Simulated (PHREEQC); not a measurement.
Consider water at 25 °C with 0.85 mol KCl, 0.051 mol H3BO3 and 0.062 mol NaCl per kg of water. Closed to the air; pH follows from the charge balance.

All values are PHREEQC results (Pitzer model, pitzer.dat), not measurements.

```json
{
  "pH": "5.15",
  "ionic_strength": "0.912 mol/kgw",
  "activity_of_water": "0.970",
  "density": "1.038 g/cm³",
  "osmotic_coefficient": "0.900"
}
```

```csv
species,molality,activity,log γ
Cl-,0.912,0.556,-0.215
K+,0.850,0.517,-0.216
Na+,0.0620,0.0405,-0.185
B(OH)3,0.0510,0.0469,-0.037
H+,8.56e-6,7.04e-6,-0.085
B(OH)4-,7.55e-6,3.72e-6,-0.307
B3O3(OH)4-,1.01e-6,4.61e-7,-0.341
OH-,2.08e-9,1.39e-9,-0.175
```

Precipitation was switched off in this run.
